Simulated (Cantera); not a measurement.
Input: 1 mol S, 0.28 mol H₂, 1.6 mol N₂, equilibrated at 0.700 bar.

Method: chemical equilibrium by Gibbs-energy minimisation in Cantera with the NASA 1993 tables (ideal gas, pure condensed phases). Candidate condensed phases: S; 15 gas species. Gases not in the tables: S₃ to S₇. Rates play no part. All values below are at 1123 K.

Base state: N₂ 0.711, S₂ 0.164, H₂S 0.116, H₂ 0.00826, SH 8.06e-5 (mole fractions); condensed: gas only.

### Question
What changes in the equilibrium state with this change: 0.064 mol CO₂ added?

### Answer
```tsv
species	before	after
N₂	0.711	0.689
S₂	0.164	0.163
H₂S	0.116	0.100
CO₂	0	0.0146
H₂O	0	0.0129
CO	0	0.00883
COS	0	0.00391
CS₂	0	0.000250
```
Further candidate phases: C, C₆H₆, C₇H₈, C₈H₁₈, H₂O, H₂SO₄.
